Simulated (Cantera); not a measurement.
Input: 1 mol Pb, 3.7 mol CO, 250 mol H2, held at 1123.15 K and 1 atm.

These are equilibrium values from Cantera (NASA tables, ideal gas, pure condensed phases), not measurements of a reactor. Candidate condensed phases: C, C6H6, C7H8, C8H18, H2O, Pb, PbO, PbO2, Pb3O4; 113 gas species. Rates play no part.

### Question
What is the equilibrium state?

### Answer
x(H2): 0.981
x(CO): 0.0103
x(CH4): 0.00440
x(H2O): 0.00436
x(Pb): 0.000181
x(CO2): 4.17e-5
n(Pb(l)): 0.955 mol
gas amount: 251.5 mol
log10 activity of C(graphite) (absent): -0.81
log10 activity of PbO2(s) (absent): -19.43
